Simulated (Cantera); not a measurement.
A closed system holds: 1 mol FeS2, 180 mol H2, 6.1 mol H2O, equilibrated at 0.890 bar.

These are equilibrium values from Cantera (NASA tables, ideal gas, pure condensed phases), not measurements of a reactor. Candidate condensed phases: Fe, FeO, Fe(OH)2, Fe(OH)3, FeS, FeSO4, FeS2, Fe2O3, Fe2(SO4)3, Fe3O4, H2O, H2SO4, S; 22 gas species. The numbers say what is thermodynamically allowed, not how fast it happens.

log p: log10 of the partial pressure in bar; n: condensed amount in mol.

| T (K) | log p H2 | log p H2O | log p H2S | log p H | log p SH | log p S2 | log p Fe | n Fe(γ) | n Fe(δ) | n Fe(l) |
|---|---|---|---|---|---|---|---|---|---|---|
| 1423 | -0.07 | -1.54 | -2.02 | -5.21 | -4.65 | -5.36 | -7.57 | 1.000 | 0 | 0 |
| 1498 | -0.07 | -1.54 | -2.02 | -4.80 | -4.35 | -5.03 | -6.84 | 1.000 | 0 | 0 |
| 1573 | -0.07 | -1.54 | -2.02 | -4.43 | -4.07 | -4.74 | -6.18 | 1.000 | 0 | 0 |
| 1648 | -0.07 | -1.54 | -2.03 | [?] | [?] | [?] | [?] | 0.999 | 0 | 0 |
| 1723 | -0.07 | -1.54 | -2.04 | -3.77 | -3.61 | -4.24 | -5.04 | 0 | 0.998 | 0 |
| 1798 | -0.07 | -1.54 | -2.05 | [?] | [?] | [?] | [?] | 0 | 0.994 | 0 |
| 1873 | -0.07 | -1.54 | -2.06 | -3.23 | -3.24 | -3.85 | -4.10 | 0 | 0 | 0.983 |
| 1948 | -0.07 | -1.54 | -2.08 | -2.98 | -3.08 | -3.69 | -3.70 | 0 | 0 | 0.958 |

Task: Fill in the missing entries.

Result: 
- 1648, log p H: -4.09
- 1648, log p SH: -3.83
- 1648, log p S2: -4.47
- 1648, log p Fe: -5.58
- 1798, log p H: -3.49
- 1798, log p SH: -3.41
- 1798, log p S2: -4.03
- 1798, log p Fe: -4.54
